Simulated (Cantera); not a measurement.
Gas mixture: O₂ : N₂ = 0.33 : 0.77 (molar parts), at 1.00 bar, frozen composition.

Cantera's kinetic-theory transport with the Lennard-Jones parameters of GRI-Mech 3.0, ideal gas; thermal conductivity in the mixture-averaged form.

One state of this run: ρ (kg/m³) = 0.319; cp (J/kg/K) = 1159; μ (µPa s) = 46.2; λ (mW/m/K) = 75.7; Pr = 0.708; D (cm²/s) CO₂ = 1.55; D (cm²/s) C₂H₂ = 1.62; D (cm²/s) CH₄ = 2.12. D: mixture-averaged diffusion coefficient of that species in the mixture.

Question: Which value of T (K) does it belong to?
A. 500
B. 700
C. 1100
D. 400

Answer: C, 1100
